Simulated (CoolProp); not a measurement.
Toluene along the isotherm 620 K: fugacity coefficient from the reference equation and from simpler models built on Tc = 591.7 K, pc = 4.126 MPa, ω = 0.266; each cubic takes its own stable root.

Computed with CoolProp (reference Helmholtz-energy equation of state, Lemmon 2006). It is a short technical equation, of lower accuracy than the large ones.

```tsv
p (MPa)	phase	reference
2.29	gas	0.8318
4.58	supercritical	0.6727
6.88	supercritical	0.5205
9.17	supercritical	0.4278
11.5	supercritical	0.3712
13.8	supercritical	0.3348
16	supercritical	0.3106
18.3	supercritical	0.2925
20.6	supercritical	0.2794
```

Problem. How far does each simpler model (van der Waals, Redlich-Kwong, Soave-Redlich-Kwong, Peng-Robinson) lie from the reference over these 9 states: mean and median of the absolute difference, and the worst?

Solution. 
- van der Waals: mean 13.2 %, median 12.6 %, worst +26.1 % at 620 K and 20.6 MPa
- Redlich-Kwong: mean 5.3 %, median 5.6 %, worst +9.4 % at 620 K and 20.6 MPa
- Soave-Redlich-Kwong: mean 8.5 %, median 9.3 %, worst +13.8 % at 620 K and 20.6 MPa
- Peng-Robinson: mean 1.9 %, median 2.2 %, worst +3.0 % at 620 K and 20.6 MPa
